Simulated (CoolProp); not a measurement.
Computed with CoolProp (reference Helmholtz-energy equation of state, Thol 2014).

Give the vapour pressure (MPa), liquid density (kg/m³), enthalpy of vaporisation (kJ/kg), surface tension (mN/m) of saturated diethyl ether at 58.25 °C.


```
T (°C)  p (MPa)  liquid density (kg/m³)  enthalpy of vaporisation (kJ/kg)  surface tension (mN/m)
------  -------  ----------------------  --------------------------------  ----------------------
58.25     0.220                     667                               336                    12.6
```

Surface tension comes from a separate correlation (Mulero 2014).
